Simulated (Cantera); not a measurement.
Standard-state values (1 bar) from the NASA 1993 polynomials, evaluated with Cantera. Values are per mole of reaction as written; species without (g) are pure solids or liquids, kept so even where they would boil at 1 bar.

S + 2 K + 4 O(g) = K₂SO₄

| T (K) | ΔH° (kJ) | ΔS° (J/K) | ΔG° (kJ) | log10 K |
|---|---|---|---|---|
| 473 | -2447.2 | -665.3 | -2132.5 | 235.49 |
| 573 | ___ | ___ | ___ | ___ |
| 673 | ___ | ___ | ___ | ___ |
| 773 | ___ | ___ | ___ | ___ |
| 873 | ___ | ___ | ___ | ___ |

**Question.** Some entries are withheld; supply them.

**Answer.** 
- 573, ΔH° (kJ): -2449.4
- 573, ΔS° (J/K): -669.7
- 573, ΔG° (kJ): -2065.7
- 573, log10 K: 188.31
- 673, ΔH° (kJ): -2449.8
- 673, ΔS° (J/K): -670.2
- 673, ΔG° (kJ): -1998.7
- 673, log10 K: 155.12
- 773, ΔH° (kJ): -2448.3
- 773, ΔS° (J/K): -668.2
- 773, ΔG° (kJ): -1931.7
- 773, log10 K: 130.53
- 873, ΔH° (kJ): -2437.5
- 873, ΔS° (J/K): -655.5
- 873, ΔG° (kJ): -1865.2
- 873, log10 K: 111.60
